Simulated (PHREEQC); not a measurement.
A solution holds 16 mmol/kgw CaCl2 and 0.35 mmol/kgw NaCl, at 20 °C. Closed to the air; pH follows from the charge balance.

Equilibrium calculation in PHREEQC: ion-association model, phreeqc.dat.

This is a speciation only: nothing precipitates in the calculation.

Task: What specific conductance does the model give?

Result: specific conductance 3220 µS/cm.

Complexes and solids missing from the database can't appear.
